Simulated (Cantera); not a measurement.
# Premixed flame

A freely propagating, adiabatic, planar premixed flame of 2.60 % C3H8, 18.9 % O2, 70.7 % N2, 7.80 % CO2, unburnt at 350 K and 450 Torr; multicomponent transport, grid criteria slope 0.08 and curve 0.16, no radiation.

Cantera simulation using GRI-Mech 3.0 (53 species, 325 reactions); the numbers are that mechanism's predictions, not measurements. GRI-Mech 3.0 was tuned for natural gas; its chemistry of propane as a main component is partial and can be far from experiment. Burning velocities carry a grid error of a few per cent, more on coarse grids.

```
z (mm)  T (K)  u (m/s)    x C3H8    x O2   x CO2     x H2O       x O    x C2H4
------  -----  -------  --------  ------  ------  --------  --------  --------
-2.79     350    0.265    0.0260   0.188  0.0780   3.03e-5     <1e-8   2.63e-7
-1.86     352    0.267    0.0260   0.188  0.0780  0.000304     <1e-8   4.69e-6
-1.39     360    0.274    0.0259   0.187  0.0779   0.00146     <1e-8   3.56e-5
-0.929    416    0.318    0.0256   0.182  0.0782   0.00794     <1e-8  0.000342
-0.465    728    0.564    0.0196   0.152  0.0826    0.0366   1.56e-7   0.00291
-0.232   1045    0.822   0.00872   0.121  0.0908    0.0619   1.15e-5   0.00522
0        1361     1.08  0.000399  0.0873   0.105    0.0852  0.000476   0.00224
0.232    1488     1.18   3.61e-7  0.0712   0.119    0.0935   0.00224   6.32e-5
0.465    1542     1.22     <1e-8  0.0655   0.129    0.0951   0.00278   6.38e-7
0.929    1609     1.26     <1e-8  0.0612   0.138    0.0964   0.00244     <1e-8
1.86     1675     1.31     <1e-8  0.0584   0.144    0.0986   0.00154     <1e-8
3.72     1723     1.34     <1e-8  0.0568   0.148     0.101  0.000730     <1e-8
7.43     1749     1.36     <1e-8  0.0560   0.151     0.102  0.000289     <1e-8
```
x: mole fraction of selected species; z is measured from the peak of heat release.

The laminar burning velocity is 26.5 cm/s and the thermal thickness comes out as 0.929 mm. The peak x(O) is 0.00279, the peak x(C2H4) is 0.00529 and the grid points comes out as 141.
